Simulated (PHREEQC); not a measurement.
Metal-bearing waste water: an equilibrium model

Solution (50 °C): 0.0013 mol FeCl3, 0.0013 mol H2SO4 and 0.22 mol NaCl per kg of water. Closed to the air; pH follows from the charge balance.

Computed with PHREEQC (ion-association model, phreeqc.dat).

```json
{
  "pH": "2.61",
  "ionic_strength": "0.228 mol/kgw",
  "activity_of_water": "0.992",
  "specific_conductance": "36600 µS/cm",
  "density": "0.997 g/cm³",
  "total_alkalinity": "-5.20 meq/kg"
}
```

```json
[
 {"species": "Cl-", "molality": "0.223", "activity": "0.155", "log γ": "-0.158"},
 {"species": "Na+", "molality": "0.220", "activity": "0.161", "log γ": "-0.136"},
 {"species": "H+", "molality": "0.00312", "activity": "0.00245", "log γ": "-0.105"},
 {"species": "SO4-2", "molality": "0.000822", "activity": "0.000217", "log γ": "-0.578"},
 {"species": "FeOH+2", "molality": "0.000482", "activity": "0.000130", "log γ": "-0.569"},
 {"species": "FeCl+2", "molality": "0.000462", "activity": "0.000125", "log γ": "-0.569"}
]
```

No solid was allowed to form. Examples of supersaturated solids here: Hematite (slow to form), Goethite (slow to form). Others may be too. At this temperature some constants are extrapolated from 25 °C, and those without enthalpy data are left unchanged.
